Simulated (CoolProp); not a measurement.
Properties of fluoroethane (R161) at several states (Tc = 375.2 K, pc = 5010 kPa, ω = 0.216).

The numbers come from the reference Helmholtz-energy equation of state, Wu 2012 in CoolProp.

```
T (K)  p (kPa)   phase  density (kg/m³)  Joule-Thomson coefficient (K/MPa)  expansivity (1/kK)  fugacity coefficient
-----  -------  ------  ---------------  ---------------------------------  ------------------  --------------------
296.5      170     gas                …                                  …                   …                0.9739
410.1      215     gas            3.065                                  …               2.532                0.9887
253.2     2690  liquid            795.3                                  …                   …                     …
```

Complete the blanks.


- 296.5, density (kg/m³): 3.405
- 296.5, Joule-Thomson coefficient (K/MPa): 21.93
- 296.5, expansivity (1/kK): 3.692
- 410.1, Joule-Thomson coefficient (K/MPa): 7.837
- 253.2, Joule-Thomson coefficient (K/MPa): -0.3254
- 253.2, expansivity (1/kK): 1.891
- 253.2, fugacity coefficient: 0.08053
